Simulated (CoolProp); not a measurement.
The fluid at 447.78 K and 0.344 MPa expands adiabatically to 0.0287 MPa with isentropic efficiency 0.8. The same conditions are run with several fluids, on thermodynamics alone (safety and materials aside).

The numbers come from the reference Helmholtz-energy equation of state of each fluid (hexamethyldisiloxane (MM): Thol 2016; n-perfluorobutane: Gao 2022; R113: Marx 1992; tetrahydrofuran: Fiedler 2023; R227EA: Lemmon 2016) in CoolProp.

Task: Rank hexamethyldisiloxane (MM), n-perfluorobutane, R113, tetrahydrofuran, R227EA by work (kJ/kg), highest first.

Result: tetrahydrofuran (91.6), hexamethyldisiloxane (MM) (41.8), R227EA (40.5), R113 (35.9), n-perfluorobutane (29.3)

```json
[
 {"fluid": "hexamethyldisiloxane (MM)", "final temperature (K)": "420.5", "final density (kg/m³)": "1.35"},
 {"fluid": "n-perfluorobutane", "final temperature (K)": "416.0", "final density (kg/m³)": "1.98"},
 {"fluid": "R113", "final temperature (K)": "396.8", "final density (kg/m³)": "1.64"},
 {"fluid": "tetrahydrofuran", "final temperature (K)": "384.6", "final density (kg/m³)": "0.651"},
 {"fluid": "R227EA", "final temperature (K)": "404.8", "final density (kg/m³)": "1.45"}
]
```
